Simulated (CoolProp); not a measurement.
Properties of isobutane along the isotherm 456.1 K (Tc = 407.8 K, pc = 3.629 MPa, ω = 0.184).

Model: reference Helmholtz-energy equation of state, Bücker 2006, in CoolProp.

| p (MPa) | phase | density (kg/m³) | cv (kJ/(kg K)) | expansivity (1/kK) |
|---|---|---|---|---|
| 1.13 | gas | 18.75 | 2.268 | 2.848 |
| 2.27 | gas | 41.44 | 2.297 | ? |
| 3.4 | gas | 69.87 | 2.332 | ? |
| 4.54 | supercritical | 108.9 | 2.374 | 9.052 |
| 5.67 | supercritical | 164.9 | 2.414 | 14.62 |
| 6.8 | supercritical | 231.8 | 2.422 | 15.63 |
| 7.94 | supercritical | 281.9 | ? | 11.28 |
| 9.07 | supercritical | 313.4 | 2.388 | ? |

Question: Complete the blanks.

Answer: 
- 2.27, expansivity (1/kK): 3.888
- 3.4, expansivity (1/kK): 5.662
- 7.94, cv (kJ/(kg K)): 2.404
- 9.07, expansivity (1/kK): 8.246
